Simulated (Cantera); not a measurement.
A perfectly stirred reactor is fed with 1.84 % CH4, 87.6 % H2, 10.5 % H, at 0.133 bar; it is held at 2075 K, and followed from long to short residence time.

Model: GRI-Mech 3.0 (53 species, 325 reactions), integrated in Cantera. GRI-Mech 3.0 stops at C3 and has no aromatics, soot or wall deposition, so with more carbon than oxygen in the feed, carbon stays in small species such as C2H2 where larger ones or solid carbon would form.

One state of this run: x CH4 = 0.000530; x H2 = 0.983; x H = 0.00768; x CH3 = 8.07e-5; x C2H = 1.71e-6; x C2H4 = 5.41e-6; x C2H6 = 4.01e-9. x: mole fraction; the columns are a selection and need not sum to one.

Q: Which value of τ (s) does it belong to?
A. 1.9
B. 0.57
C. 0.016
D. 0.0050

A: A, 1.9
